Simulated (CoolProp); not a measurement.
Computed with CoolProp (reference Helmholtz-energy equation of state, Lemmon 2005). It is a short technical equation, of lower accuracy than the large ones.

Give the vapour pressure (MPa), liquid density (kg/m³), vapour density (kg/m³), enthalpy of vaporisation (kJ/kg) of saturated trans-2-butene at 306, 309.6 K.


```csv
T (K),p (MPa),liquid density (kg/m³),vapour density (kg/m³),enthalpy of vaporisation (kJ/kg)
306,0.298,589,7.20,373
309.6,0.331,585,7.96,369
```
